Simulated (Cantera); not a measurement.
Feed: 1 mol CH2F2, 2.3 mol F2, at 3473.15 K and 50.0 Pa.

These are equilibrium values from Cantera (NASA tables, ideal gas, pure condensed phases), not measurements of a reactor. Candidate condensed phases: C, C6H6, C7H8, C8H18; 95 gas species. Kinetics and transport are ignored.

Base state: F 0.683, H 0.196, C 0.0977, HF 0.0167, CF 0.00362, C2 0.00208, C3 0.000371, H2 6.25e-5 (mole fractions); condensed: gas only.

**Question.** What changes in the equilibrium state with this change: pressure from 50.0 Pa to 100000 Pa?

**Answer.** 
```
species   before     after
-------  -------  --------
F          0.683     0.510
HF        0.0167     0.327
CF2      3.70e-6    0.0935
H          0.196   0.00257
C         0.0977   0.00111
CF       0.00362    0.0614
CF3        <1e-9  0.000979
CF4        <1e-9  0.000160
```

**Question.** What changes in the equilibrium state with this change: F2 from 2.3 to 0.03 mol?

**Answer.** 
```tsv
species	before	after
F	0.683	0.398
H	0.196	0.389
C	0.0977	0.180
HF	0.0167	0.0193
C2H	4.80e-6	3.22e-5
C3	0.000371	0.00231
H2	6.25e-5	0.000246
CH	3.96e-6	1.44e-5
C2	0.00208	0.00704
```
